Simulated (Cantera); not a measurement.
Feed: 1 mol CH₃SiH₃, 0.59 mol CH₄, 2.5 mol H₂, equilibrated at 0.380 bar.

These are equilibrium values from Cantera (NASA tables, ideal gas, pure condensed phases), not measurements of a reactor. Candidate condensed phases: C, C₆H₆, C₇H₈, C₈H₁₈, Si, SiC; 87 gas species. The feed counts by its element totals alone. Gases not in the tables: Si₂H₆ and higher silanes. Kinetics and transport are ignored.

Over these rows the condensed part is C(graphite) + SiC(s). Partial pressures as log10 of bar:

```tsv
T (K)	1000/T (1/K)	log p Si	log p H₂
1925	0.5195	-6.15	-0.42
1975	0.5063	-5.79	-0.42
2025	0.4938	-5.46	-0.42
2075	0.4819	-5.14	-0.42
2125	0.4706	-4.83	-0.42
2175	0.4598	?	-0.42
```

Question: Fit log p(Si) = a + b·(1000/T) to the five rows, give the apparent enthalpy, and predict the row at 2175 K.

Answer: Means: 1000/T = 0.4944, log p = -5.474. Sxy = -0.040239, Sxx = 0.0014947, so b = -26.92 and a = -5.474 − (-26.92)×0.4944 = 7.84.
Apparent enthalpy: −19.145 × (-26.92) = 515 kJ/mol. The condensed phases alone fix this pressure, through SiC(s) = Si(g) + C(graphite), so the slope is that reaction's ΔH° and the other gases don't enter. The five rows lie within 0.01 of the line.
Prediction at 2175 K: 7.84 + (-26.92)×0.4598 = -4.54. The computed value is -4.54, 0.00 from the line.
